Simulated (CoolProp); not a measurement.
Vapour pressure (bar) of CHF3 (R23): the reference equation beside estimates from Tc = 26.1 °C, pc = 48.32 bar, ω = 0.263. Clausius-Clapeyron is anchored at -107.75 °C with a constant enthalpy of vaporisation of 18.15 kJ/mol.

Values from CoolProp's reference Helmholtz-energy equation of state, Penoncello 2003.

```json
[
 {"T (°C)": "-110.95", "reference": "0.1336", "Lee-Kesler": "0.1251", "Clausius-Clapeyron": "0.1342", "van der Waals": "2.272", "Redlich-Kwong": "0.3118", "Soave-Redlich-Kwong": "0.1275", "Peng-Robinson": "0.1340"},
 {"T (°C)": "-107.75", "reference": "0.1742", "Lee-Kesler": "0.1641", "Clausius-Clapeyron": "0.1742", "van der Waals": "2.567", "Redlich-Kwong": "0.3947", "Soave-Redlich-Kwong": "0.1669", "Peng-Robinson": "0.1744"},
 {"T (°C)": "-104.45", "reference": "0.2261", "Lee-Kesler": "0.2144", "Clausius-Clapeyron": "0.2254", "van der Waals": "2.898", "Redlich-Kwong": "0.4974", "Soave-Redlich-Kwong": "0.2176", "Peng-Robinson": "0.2261"},
 {"T (°C)": "-101.25", "reference": "0.2880", "Lee-Kesler": "0.2747", "Clausius-Clapeyron": "0.2868", "van der Waals": "3.247", "Redlich-Kwong": "0.6159", "Soave-Redlich-Kwong": "0.2783", "Peng-Robinson": "0.2876"},
 {"T (°C)": "-97.95", "reference": "0.3657", "Lee-Kesler": "0.3508", "Clausius-Clapeyron": "0.3643", "van der Waals": "3.635", "Redlich-Kwong": "0.7599", "Soave-Redlich-Kwong": "0.3547", "Peng-Robinson": "0.3648"},
 {"T (°C)": "-94.75", "reference": "0.4565", "Lee-Kesler": "0.4402", "Clausius-Clapeyron": "0.4555", "van der Waals": "4.041", "Redlich-Kwong": "0.9231", "Soave-Redlich-Kwong": "0.4443", "Peng-Robinson": "0.4551"},
 {"T (°C)": "-91.45", "reference": "0.5683", "Lee-Kesler": "0.5510", "Clausius-Clapeyron": "0.5689", "van der Waals": "4.491", "Redlich-Kwong": "1.118", "Soave-Redlich-Kwong": "0.5551", "Peng-Robinson": "0.5662"},
 {"T (°C)": "-88.25", "reference": "0.6968", "Lee-Kesler": "0.6788", "Clausius-Clapeyron": "0.7003", "van der Waals": "4.958", "Redlich-Kwong": "1.336", "Soave-Redlich-Kwong": "0.6828", "Peng-Robinson": "0.6939"},
 {"T (°C)": "-84.95", "reference": "0.8526", "Lee-Kesler": "0.8344", "Clausius-Clapeyron": "0.8613", "van der Waals": "5.474", "Redlich-Kwong": "1.593", "Soave-Redlich-Kwong": "0.8381", "Peng-Robinson": "0.8489"},
 {"T (°C)": "-81.75", "reference": "1.029", "Lee-Kesler": "1.011", "Clausius-Clapeyron": "1.046", "van der Waals": "6.007", "Redlich-Kwong": "1.875", "Soave-Redlich-Kwong": "1.014", "Peng-Robinson": "1.024"},
 {"T (°C)": "-78.45", "reference": "1.240", "Lee-Kesler": "1.223", "Clausius-Clapeyron": "1.268", "van der Waals": "6.593", "Redlich-Kwong": "2.204", "Soave-Redlich-Kwong": "1.226", "Peng-Robinson": "1.234"},
 {"T (°C)": "-75.25", "reference": "1.476", "Lee-Kesler": "1.461", "Clausius-Clapeyron": "1.521", "van der Waals": "7.195", "Redlich-Kwong": "2.562", "Soave-Redlich-Kwong": "1.463", "Peng-Robinson": "1.469"}
]
```

Absolute difference from the reference over all 12 rows, mean and median: Lee-Kesler 3.5 and 3.3 %, Clausius-Clapeyron 0.9 and 0.4 %, van der Waals 834.1 and 737.7 %, Redlich-Kwong 101.1 and 99.5 %, Soave-Redlich-Kwong 2.6 and 2.5 %, Peng-Robinson 0.3 and 0.3 %.
